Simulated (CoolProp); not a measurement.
A simple Rankine cycle with R142b: condensing at 301.15 K, boiler at 1.25 MPa, turbine inlet 353.5 K, turbine efficiency 0.75, pump efficiency 0.7, no recuperator. Each further row changes one setting.

Computed with CoolProp (reference Helmholtz-energy equation of state, Lemmon 2006). It is a short technical equation, of lower accuracy than the large ones.

| case | thermal efficiency (%) | net work (kJ/kg) | heat in (kJ/kg) | turbine exit temperature (K) | volume ratio over the turbine |
|---|---|---|---|---|---|
| as stated | 8.7 | 20.1 | 232 | 313.8 | 3.49 |
| turbine inlet 373.5 K | 8.7 | 22.3 | 255 | 335.7 | 3.41 |
| condensing temperature 293.15 K | 10.0 | 24.3 | (withheld) | 307.2 | 4.45 |
| boiler pressure 0.875 MPa | 6.4 | 15.5 | (withheld) | (withheld) | 2.36 |
| turbine efficiency 0.65 | 7.4 | (withheld) | 232 | (withheld) | 3.54 |

Fill in the missing entries.


- condensing temperature 293.15 K, heat in (kJ/kg): 243
- boiler pressure 0.875 MPa, heat in (kJ/kg): 241
- boiler pressure 0.875 MPa, turbine exit temperature (K): 327.6
- turbine efficiency 0.65, net work (kJ/kg): 17.3
- turbine efficiency 0.65, turbine exit temperature (K): 316.8
